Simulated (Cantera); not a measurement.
Input: 1 mol Cr, 4.2 mol N2, 180 mol H2, equilibrated at 5.40 bar.

Method: chemical equilibrium by Gibbs-energy minimisation in Cantera with the NASA 1993 tables (ideal gas, pure condensed phases). Candidate condensed phases: Cr, CrN, Cr2N; 11 gas species. Kinetics and transport are ignored. All values below are at 1125 K.

Base state: H2 0.980, N2 0.0200, NH3 0.000206 (mole fractions); condensed: CrN(s).

Task: What changes in the equilibrium state with this change: Cr replaced by V?

Result: 
```tsv
species	before	after
H2	0.980	0.980
N2	0.0200	0.0200
NH3	0.000206	0.000206
CrN(s), mol	1.00	0
VN(s), mol	0	1.00
```
VN: taken at fixed stoichiometry. Condensed phases not in the tables: V2N. Further candidate phases: V, VN.
